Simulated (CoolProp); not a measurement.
Vapour-liquid equilibrium of methanol (1) + ethanol (2) at 127 kPa; x and y are mole fractions of (1).

Values from CoolProp's multi-fluid Helmholtz-energy mixture model, de Reuck 1993 and Schroeder 2014; pair parameters Bell 2016.

Give the bubble temperature and the first vapour's composition at x = 0.05, 0.35, 0.95. Is there an azeotrope?

x = 0.05: 83.4 °C, y = 0.080; x = 0.35: 78.8 °C, y = 0.464; x = 0.95: 71.0 °C, y = 0.971. No azeotrope shows between x = 0.05 and 0.95.

Pair parameters are fitted to limited data, so mixtures are less certain than the pure fluids.
